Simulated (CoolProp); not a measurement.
Values from CoolProp's reference Helmholtz-energy equation of state, Lemmon 2006. It is a short technical equation, of lower accuracy than the large ones.

Problem. For nitrous oxide, give the phase and the Z, cv (kJ/(kg K)), speed of sound (m/s), isothermal compressibility (1/MPa) at 316.5 K and 3960 kPa; 357.3 K and 3960 kPa.

Solution. 
- 316.5 K and 3960 kPa: gas; Z 0.798, cv 0.791, speed of sound 243, isothermal compressibility 0.328
- 357.3 K and 3960 kPa: gas; Z 0.874, cv 0.786, speed of sound 271, isothermal compressibility 0.291
